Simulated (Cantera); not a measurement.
What does this Cantera script print?

```python
import numpy as np
import cantera as ct

gas_names = """
    Cr CrO CrO2 CrO3 H HO2 H2 H2O H2O2 O OH O2 O3
""".split()
cond_names = """
    Cr(cr) Cr(L) Cr2O3(s) Cr2O3(L) H2O(s) H2O(L)
""".split()


def load(file, names, dense=False):
    # The tables refer to 1 bar. Condensed volumes are neglected.
    table = {s.name: s for s in ct.Species.list_from_file(file)}
    out = []
    for n in names:
        d = dict(table[n].input_data)
        d["thermo"] = dict(d["thermo"], **{"reference-pressure": 1e5})
        if dense:
            d["equation-of-state"] = {"model": "constant-volume", "density": "1e6 g/cm^3"}
        out.append(ct.Species.from_dict(d))
    return out


gas = ct.Solution(thermo="ideal-gas", species=load("nasa_gas.yaml", gas_names))
cond = {s.name: ct.Solution(thermo="fixed-stoichiometry", species=[s], name=s.name)
        for s in load("nasa_condensed.yaml", cond_names, dense=True)}
atoms = {
    'Cr2O3': {'Cr': 2, 'O': 3},
    'H2': {'H': 2},
    'H2O': {'H': 2, 'O': 1},
}
top_T = {}  # K; cautious upper limits of use, not melting points


def equilibrate(T, P, feed):
    n = {}
    for name, mol in feed.items():
        for a, k in atoms[name].items():
            n[a] = n.get(a, 0.0) + k * mol
    gas.TPX = T, P, n
    mass = sum(n.values()) * gas.mean_molecular_weight
    gas.equilibrate("TP")
    valid = [c for c in cond.values() if c.min_temp <= T <= top_T.get(c.name, c.max_temp)]
    mix = ct.Mixture([(gas, mass / gas.mean_molecular_weight)] + [(c, 0.0) for c in valid])
    mix.T, mix.P = T, P
    mix.equilibrate("TP", solver="vcs", rtol=1e-11, max_steps=5000)
    return mix


results = []
feed = {'Cr2O3': 1, 'H2': 3.2, 'H2O': 4.8}  # mol
T = 2073.15  # K
P = 660  # Pa
mix = equilibrate(T, P, feed)
results.append((T, P, feed, dict(zip(mix.species_names, mix.species_moles))))
print(gas.report(threshold=1e-05))
for i in range(1, mix.n_phases):
    print(f"{mix.phase(i).name:16s} {mix.phase_moles(i):12.5e} mol")
```

It prints:

```
       temperature   2073.2 K
          pressure   660 Pa
           density   0.00044306 kg/m^3
  mean mol. weight   11.571 kg/kmol
   phase of matter   gas

                          1 kg             1 kmol
                     ---------------   ---------------
          enthalpy       -6.0382e+06        -6.987e+07  J
   internal energy       -7.5278e+06       -8.7107e+07  J
           entropy             24464        2.8308e+05  J/K
    Gibbs function       -5.6755e+07       -6.5673e+08  J
 heat capacity c_p            3856.8             44629  J/K
 heat capacity c_v            3138.3             36314  J/K

                      mass frac. Y      mole frac. X     chem. pot. / RT
                     ---------------   ---------------   ---------------
                Cr         0.0024555        0.00054646           -13.167
               CrO         0.0035895        0.00061086           -34.807
              CrO2         0.0023814        0.00032807           -56.446
                 H         0.0017529          0.020122           -12.785
                H2          0.067185           0.38562           -25.569
               H2O           0.91708           0.58905           -47.209
                 O        0.00018105        0.00013095            -21.64
                OH         0.0051397          0.003497           -34.424
                O2        0.00023649        8.5523e-05            -43.28
     [   +4 minor]        3.2167e-06        3.7797e-07

Cr(cr)            0.00000e+00 mol
Cr2O3(s)          9.93976e-01 mol
```

Equilibrium computed with Cantera from the NASA thermochemical tables; the gas is ideal and each condensed phase is pure.
